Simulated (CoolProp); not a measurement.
R134a along the isobar 9.45 bar: density (kg/m³) from the reference equation and from simpler models built on Tc = 101.1 °C, pc = 40.59 bar, ω = 0.327; each cubic takes its own stable root.

Model: reference Helmholtz-energy equation of state, Tillner-Roth 1994, in CoolProp.

| T (°C) | phase | reference |
|---|---|---|
| -32.35 | liquid | 1398 |
| -5.55 | liquid | 1315 |
| 21.15 | liquid | 1223 |
| 47.95 | gas | 43.29 |
| 74.75 | gas | 37.76 |
| 101.55 | gas | 33.90 |
| 128.25 | gas | 30.94 |
| 155.05 | gas | 28.55 |
| 181.85 | gas | 26.56 |

Problem. How far does each simpler model (van der Waals, Redlich-Kwong, Soave-Redlich-Kwong) lie from the reference over these 9 states: mean and median of the absolute difference, and the worst?

Solution. 
- van der Waals: mean 21.5 %, median 3.1 %, worst -96.3 % at 21.15 °C and 9.45 bar
- Redlich-Kwong: mean 6.5 %, median 1.3 %, worst -19.0 % at 21.15 °C and 9.45 bar
- Soave-Redlich-Kwong: mean 4.8 %, median 0.8 %, worst -13.8 % at 21.15 °C and 9.45 bar

At some of these states van der Waals gives the other phase, because its saturation line lies elsewhere.
